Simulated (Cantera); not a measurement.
A Cantera script and what it prints.

```python
import numpy as np
import cantera as ct

gas_names = """
    Electron AL AL+ AL- ALN ALO ALO+ ALO- ALO2 ALO2- AL2 AL2O AL2O+ AL2O2 AL2O2+ N N+ N- NO NO+ NO2 NO2-
    NO3 NO3- N2 N2+ N2- N2O N2O+ O O+ O- O2 O2+ O2- O3
""".split()
cond_names = """
    AL(cr) AL(L) ALN(s) AL2O3(a) AL2O3(L)
""".split()


# ... load() reads the species with a 1 bar reference pressure and builds the phases ...
atoms = {
    'Al2O3': {'AL': 2, 'O': 3},
    'N2': {'N': 2},
}
top_T = {'ALN(s)': 2750}  # K; cautious upper limits of use, not melting points


# ... equilibrate(T, P, feed) seeds the gas with the atoms and calls Mixture.equilibrate('TP', solver="vcs", rtol=1e-11, max_steps=5000) ...
results = []
feed = {'Al2O3': 1, 'N2': 0.25}  # mol
P = 5.4  # Pa
for T in [2500, 2750, 3000, 3250, 3500, 3750, 4000, 4250, 4500, 4750, 5000]:
    mix = equilibrate(T, P, feed)
    results.append((T, P, feed, dict(zip(mix.species_names, mix.species_moles))))

top = {s: max(r[3][s] / sum(r[3][g] for g in gas_names) for r in results) for s in gas_names}
cols = sorted((s for s in top if top[s] > 0.0001), key=lambda s: -top[s])[:9]
seen = [c for c in cond_names if any(r[3].get(c, 0) > 1e-12 for r in results)]
print("log10 of partial pressures in bar; condensed amounts in mol")
print(f"{'T/K':>10s}" + "".join(f"{s[:9]:>10s}" for s in cols + seen))
for T, P, feed, n in results:
    ng = sum(n[g] for g in gas_names)
    print(f"{T:10.4g}" + "".join(f"{np.log10(max(n[s] / ng * P / 1e5, 1e-99)):10.3f}" for s in cols)
          + "".join(f"{n.get(c, 0):10.4g}" for c in seen))
```

Output:

```
log10 of partial pressures in bar; condensed amounts in mol
       T/K        N2         O        AL  Electron       AL+         N       ALO      AL2O        O2  AL2O3(L)
      2500    -4.505    -4.945    -5.201    -7.868    -7.842    -8.787    -5.475    -6.082    -6.213    0.9547
      2750    -5.571    -4.538    -4.728    -7.021    -7.017    -8.405    -5.571    -6.738    -6.371         0
      3000    -5.594    -4.518    -4.702    -6.502    -6.502    -7.653    -6.338    -8.342    -7.144         0
      3250    -5.607    -4.519    -4.713    -6.079    -6.078    -7.013    -7.036    -9.785    -7.834         0
      3500    -5.639    -4.528    -4.747    -5.724    -5.724    -6.474    -7.665   -11.077    -8.442         0
      3750    -5.720    -4.546    -4.815    -5.434    -5.434    -6.033    -8.257   -12.284    -8.988         0
      4000    -5.907    -4.573    -4.934    -5.208    -5.208    -5.704    -8.846   -13.472    -9.491         0
      4250    -6.271    -4.605    -5.121    -5.046    -5.046    -5.513    -9.454   -14.690    -9.950         0
      4500    -6.802    -4.632    -5.374    -4.945    -4.945    -5.447   -10.080   -15.947   -10.356         0
      4750    -7.377    -4.649    -5.676    -4.891    -4.891    -5.437   -10.708   -17.215   -10.704         0
      5000    -7.918    -4.657    -5.996    -4.864    -4.864    -5.438   -11.315   -18.447   -11.005         0
```

Equilibrium computed with Cantera from the NASA thermochemical tables; the gas is ideal and each condensed phase is pure.
